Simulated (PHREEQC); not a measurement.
# Copper plating or etch bath: an equilibrium model

Solution (10 °C): 0.0031 mol CuSO4, 0.19 mol HBF4 and 0.0087 mol NaCl per kg of water. It is in equilibrium with CO2 at log p = -3.4 (atm). Otherwise closed; pH follows from the charge balance.

Equilibrium calculation in PHREEQC: ion-association model, wateq4f.dat.

Each row changes one thing in this solution. Precipitation was switched off in this run.

```json
[
 {"case": "as made", "pH": "0.83", "ionic strength (mol/kgw)": "0.203", "BF4- (mol/kgw)": "0.183", "HF (mol/kgw)": "0.0140", "BF3OH- (mol/kgw)": "0.00346", "H3BO3 (mol/kgw)": "0.00301", "SI of Chalcanthite (CuSO4:5H2O)": "-4.08", "SI of CuF2:2H2O (CuF2:2H2O)": "-6.72"},
 {"case": "0.026 mol/kgw CdBr2 added", "pH": "0.83", "ionic strength (mol/kgw)": "0.245", "BF4- (mol/kgw)": "0.183", "HF (mol/kgw)": "0.0137", "BF3OH- (mol/kgw)": "0.00348", "H3BO3 (mol/kgw)": "0.00294", "SI of Chalcanthite (CuSO4:5H2O)": "-4.12", "SI of CuF2:2H2O (CuF2:2H2O)": "-6.75"},
 {"case": "diluted 2-fold with water", "pH": "1.12", "ionic strength (mol/kgw)": "0.101", "BF4- (mol/kgw)": "0.0902", "HF (mol/kgw)": "0.0110", "BF3OH- (mol/kgw)": "0.00222", "H3BO3 (mol/kgw)": "0.00244", "SI of Chalcanthite (CuSO4:5H2O)": "-4.32", "SI of CuF2:2H2O (CuF2:2H2O)": "-6.58"},
 {"case": "NaCl replaced by ZnCl2 at the same molality", "pH": "0.83", "ionic strength (mol/kgw)": "0.220", "BF4- (mol/kgw)": "0.183", "HF (mol/kgw)": "0.0139", "BF3OH- (mol/kgw)": "0.00347", "H3BO3 (mol/kgw)": "0.00298", "SI of Chalcanthite (CuSO4:5H2O)": "-4.10", "SI of CuF2:2H2O (CuF2:2H2O)": "-6.74"},
 {"case": "CuSO4 from 0.0031 to 0.00031 mol/kgw", "pH": "0.82", "ionic strength (mol/kgw)": "0.197", "BF4- (mol/kgw)": "0.183", "HF (mol/kgw)": "0.0140", "BF3OH- (mol/kgw)": "0.00345", "H3BO3 (mol/kgw)": "0.00303", "SI of Chalcanthite (CuSO4:5H2O)": "-6.07", "SI of CuF2:2H2O (CuF2:2H2O)": "-7.73"},
 {"case": "CuSO4 from 0.0031 to 0.00465 mol/kgw", "pH": "0.83", "ionic strength (mol/kgw)": "0.207", "BF4- (mol/kgw)": "0.183", "HF (mol/kgw)": "0.0139", "BF3OH- (mol/kgw)": "0.00347", "H3BO3 (mol/kgw)": "0.00300", "SI of Chalcanthite (CuSO4:5H2O)": "-3.73", "SI of CuF2:2H2O (CuF2:2H2O)": "-6.55"}
]
```

Species that the database lacks are ignored. Constants without temperature data keep their 25 °C values here. Real BF4- forms and hydrolyses slowly; the run takes it at equilibrium.
